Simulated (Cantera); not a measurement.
Feed: 1 mol CH3SiCl3, 0.64 mol CH4, 21 mol H2, at 0.0410 bar.

These are equilibrium values from Cantera (NASA tables, ideal gas, pure condensed phases), not measurements of a reactor. Candidate condensed phases: C, C6H6, C7H8, C8H18, Si, SiC; 109 gas species. The feed counts by its element totals alone. The tables' values for SiCl are old estimates; treat these amounts as uncertain. Gases not in the tables: Si2H6 and higher silanes. Equilibrium is a limit: real reactors are often held back by kinetics, nucleation or transport. All values below are at 2148 K.

Base state: H2 0.864, HCl 0.110, H 0.0191, SiCl2 0.00261, Cl 0.00179, C2H2 (acetylene) 0.00165, Si 0.000489, SiCl 0.000180 (mole fractions); condensed: C(graphite) + SiC(s).

**Question.** What changes in the equilibrium state with this change: pressure from 0.0410 bar to 0.0100 bar?

**Answer.** 
```tsv
species	before	after
H2	0.864	0.844
HCl	0.110	0.107
H	0.0191	0.0383
SiCl2	0.00261	0.00251
Si	0.000489	0.00201
SiC2	3.84e-5	0.000157
Si2C	2.39e-5	9.81e-5
SiH	4.52e-5	9.05e-5
C(graphite), mol	0.640	0.684
SiC(s), mol	0.912	0.862
```
